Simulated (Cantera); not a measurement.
Carbothermic reduction: MgO + CO + C

Feed: 1 mol MgO, 1.3 mol CO, 1.4 mol C, held at 0.100 bar.

These are equilibrium values from Cantera (NASA tables, ideal gas, pure condensed phases), not measurements of a reactor. Candidate condensed phases: C, Mg, MgCO3, MgO; 15 gas species. The numbers say what is thermodynamically allowed, not how fast it happens.

From 1300 K to 1700 K the condensed part is C(graphite) + MgO(s). From 1800 K to 2300 K the condensed part is C(graphite). The main Mg-bearing gas is Mg throughout.

```csv
T (K),log p CO,log p Mg,log p CO2,log p Mg2,log p C3,n C(graphite),n MgO(s)
1300,-1.00,-8.56,-4.29,<-13,<-13,1.40,1.00
1400,-1.00,-6.78,-4.77,<-13,<-13,1.40,1.000
1500,-1.00,-5.23,-5.18,<-13,<-13,1.40,1.000
1600,-1.00,-3.89,-5.54,-11.43,<-13,1.40,0.998
1700,-1.01,-2.70,-5.87,-9.11,<-13,1.37,0.973
1800,-1.16,-1.52,-6.44,-6.82,-12.94,0.400,0
1900,-1.16,-1.52,-6.69,-6.88,-11.68,0.400,0
2000,-1.16,-1.52,-6.91,-6.93,-10.56,0.400,0
2100,-1.16,-1.52,-7.10,-6.99,-9.54,0.400,0
2200,-1.16,-1.52,-7.28,-7.04,-8.62,0.400,0
2300,-1.16,-1.52,-7.44,-7.09,-7.78,0.400,0
```
log p: log10 of the partial pressure in bar; n: condensed amount in mol.
